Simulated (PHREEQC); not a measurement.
A solution holds 0.031 mol HNO3 and 0.0061 mol MnSO4 per kg of water, at 25 °C. Closed to the air; pH follows from the charge balance.

Computed with PHREEQC (ion-association model, phreeqc.dat).

```json
{
 "pH": "1.62",
 "ionic_strength": "0.0469 mol/kgw",
 "specific_conductance": "11300 µS/cm",
 "total_alkalinity": "-31.0 meq/kg"
}
```

```json
[
 {"species": "NO3-", "molality": "0.0310", "activity": "0.0251", "log γ": "-0.091"},
 {"species": "H+", "molality": "0.0278", "activity": "0.0238", "log γ": "-0.067"},
 {"species": "Mn+2", "molality": "0.00555", "activity": "0.00272", "log γ": "-0.310"},
 {"species": "HSO4-", "molality": "0.00316", "activity": "0.00261", "log γ": "-0.084"},
 {"species": "SO4-2", "molality": "0.00240", "activity": "0.00113", "log γ": "-0.328"},
 {"species": "MnSO4", "molality": "0.000540", "activity": "0.000545", "log γ": "0.005"},
 {"species": "Mn(NO3)2", "molality": "6.77e-6", "activity": "6.84e-6", "log γ": "0.005"}
]
```

Precipitation was switched off in this run. Complexes and solids missing from the database can't appear.
